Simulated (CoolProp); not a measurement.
Vapour-liquid equilibrium of R134a (1) + R152A (2) at -25.25 °C; x and y are mole fractions of (1).

Computed with CoolProp (multi-fluid Helmholtz-energy mixture model, Tillner-Roth 1994 and Outcalt 1996; pair parameters Lemmon 2004).

```tsv
x	bubble pressure (bar)	y at the bubble point	dew pressure at overall composition x (bar)	liquid density (mol/L)
0.05	0.9561	0.047	0.9559	15.23
0.2	0.9511	0.199	0.9511	14.89
0.35	0.9539	0.360	0.9535	14.58
0.5	0.9647	0.522	0.9627	14.29
0.65	0.9833	0.680	0.9790	14.02
0.8	1.009	0.828	1.003	13.77
0.95	1.040	0.960	1.038	13.54
```

y crosses x between x = 0.2 and 0.35: the model has an azeotrope there.

The pair parameters rest on a limited set of measurements; away from them the model extrapolates.
